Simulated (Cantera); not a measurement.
Ignition delay

Mixture: 19.4 % H2, 10.7 % O2, 69.4 % N2, 0.447 % NO, at 1.00 bar, adiabatic and at constant pressure. Ignition delay is the time to a rise of 400 K.

Model: GRI-Mech 3.0 (53 species, 325 reactions), integrated in Cantera. The mechanism lacks 2 NO + O2 → 2 NO2 and HONO, so NO2 and the effect of NO are under-described below about 1400 K. Where the delays flatten at high temperature, the 400 K rule measures the pace of heat release, not the induction time.

```tsv
T0 (K)	delay (ms)
1075	0.140
1175	0.0784
1275	0.0522
1375	0.0403
1475	0.0351
1575	0.0337
1675	0.0346
1775	0.0373
1875	0.0413
1975	0.0465
```
